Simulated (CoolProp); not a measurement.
Vapour-liquid equilibrium of R134a (1) + R227EA (2) at 15.3 bar; x and y are mole fractions of (1).

Model: multi-fluid Helmholtz-energy mixture model, Tillner-Roth 1994 and Lemmon 2016; pair parameters Bell 2016, in CoolProp.

```json
[
 {"x": "0.05", "bubble temperature (K)": "343.3", "y at the bubble point": "0.064", "dew temperature at overall composition x (K)": "343.5", "liquid density (mol/L)": "6.878"},
 {"x": "0.125", "bubble temperature (K)": "341.7", "y at the bubble point": "0.156", "dew temperature at overall composition x (K)": "342.2", "liquid density (mol/L)": "7.099"},
 {"x": "0.2", "bubble temperature (K)": "340.2", "y at the bubble point": "(withheld)", "dew temperature at overall composition x (K)": "341.0", "liquid density (mol/L)": "7.328"},
 {"x": "0.275", "bubble temperature (K)": "338.8", "y at the bubble point": "0.328", "dew temperature at overall composition x (K)": "339.7", "liquid density (mol/L)": "7.565"},
 {"x": "0.35", "bubble temperature (K)": "337.5", "y at the bubble point": "0.408", "dew temperature at overall composition x (K)": "338.5", "liquid density (mol/L)": "7.811"},
 {"x": "0.425", "bubble temperature (K)": "336.3", "y at the bubble point": "0.484", "dew temperature at overall composition x (K)": "337.2", "liquid density (mol/L)": "8.068"},
 {"x": "0.5", "bubble temperature (K)": "335.1", "y at the bubble point": "0.558", "dew temperature at overall composition x (K)": "336.0", "liquid density (mol/L)": "(withheld)"},
 {"x": "0.575", "bubble temperature (K)": "334.0", "y at the bubble point": "0.629", "dew temperature at overall composition x (K)": "334.8", "liquid density (mol/L)": "8.618"},
 {"x": "0.65", "bubble temperature (K)": "333.0", "y at the bubble point": "0.697", "dew temperature at overall composition x (K)": "(withheld)", "liquid density (mol/L)": "8.913"},
 {"x": "0.725", "bubble temperature (K)": "332.1", "y at the bubble point": "0.764", "dew temperature at overall composition x (K)": "332.6", "liquid density (mol/L)": "(withheld)"},
 {"x": "0.8", "bubble temperature (K)": "331.2", "y at the bubble point": "(withheld)", "dew temperature at overall composition x (K)": "331.6", "liquid density (mol/L)": "9.550"},
 {"x": "0.875", "bubble temperature (K)": "330.4", "y at the bubble point": "0.893", "dew temperature at overall composition x (K)": "330.6", "liquid density (mol/L)": "9.896"},
 {"x": "0.95", "bubble temperature (K)": "329.7", "y at the bubble point": "(withheld)", "dew temperature at overall composition x (K)": "329.7", "liquid density (mol/L)": "10.26"}
]
```

Question: Complete the blanks.

Answer: 
- 0.2, y at the bubble point: 0.244
- 0.5, liquid density (mol/L): 8.337
- 0.65, dew temperature at overall composition x (K): 333.7
- 0.725, liquid density (mol/L): 9.223
- 0.8, y at the bubble point: 0.829
- 0.95, y at the bubble point: 0.957

No azeotrope shows between x = 0.05 and 0.95.

The pair parameters rest on a limited set of measurements; away from them the model extrapolates.
